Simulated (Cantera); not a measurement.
Input (Python, Cantera):

```python
import numpy as np
import cantera as ct

surf = ct.Interface("ptcombust.yaml", "Pt_surf")
gas = surf.adjacent["gas"]
gas.TPX = 300, 2100, {'H2': 0.022, 'O2': 0.11, 'N2': 0.79}
jet = ct.ImpingingJet(gas=gas, width=0.071, surface=surf)
jet.inlet.mdot, jet.inlet.T, jet.inlet.X = 0.03, 300, {'H2': 0.022, 'O2': 0.11, 'N2': 0.79}
jet.set_refine_criteria(ratio=10, slope=0.2, curve=0.3)
show, cover = ['H2', 'O2', 'H2O', 'OH'], ["PT(S)", "H(S)", "O(S)", "OH(S)", "CO(S)", "C(S)"]

rows = []
print(f"{'Ts/K':>7s}" + "".join(f"{s:>11s}" for s in show + cover) + "   (gas at the wall, coverages)")
for i, Ts in enumerate([700, 750, 800, 850, 900]):
    jet.surface.T = Ts
    if i == 0:
        surf.TP = Ts, 2100
        surf.coverages = "PT(S):0.5, O(S):0.5"
        surf.advance_coverages(1.0)
        jet.set_initial_guess(products="inlet")
    jet.solve(loglevel=0, auto=(i == 0))
    rows.append([*(jet.X[gas.species_index(s), -1] for s in show), *surf[cover].coverages])
    print(f"{Ts:7g}" + "".join(f"{x:11.3e}" for x in rows[-1]))
```

Output:

```
   Ts/K         H2         O2        H2O         OH      PT(S)       H(S)       O(S)      OH(S)      CO(S)       C(S)   (gas at the wall, coverages)
    700  3.902e-03  9.807e-02  3.830e-02  2.260e-10  8.439e-02  2.736e-09  9.140e-01  1.571e-03 -2.153e-21 -2.950e-31
    750  3.205e-03  9.739e-02  3.943e-02  1.380e-09  1.103e-01  6.372e-09  8.884e-01  1.300e-03  5.678e-18  2.904e-26
    800  2.434e-03  9.662e-02  4.070e-02  6.156e-09  1.569e-01  1.657e-08  8.419e-01  1.150e-03  1.365e-16  3.387e-28
    850  1.859e-03  9.606e-02  4.161e-02  2.272e-08  2.181e-01  4.052e-08  7.809e-01  1.024e-03  2.595e-16  3.797e-26
    900  1.483e-03  9.571e-02  4.214e-02  7.183e-08  2.870e-01  8.859e-08  7.121e-01  9.000e-04  1.273e-16  1.072e-25
```

Cantera simulation using Deutschmann's 1995 Pt surface mechanism with GRI-Mech 3.0 gas chemistry; the numbers are that mechanism's predictions, not measurements. Catalytic surfaces can have several steady states; this one follows from the mechanism file's or the stated starting coverage.
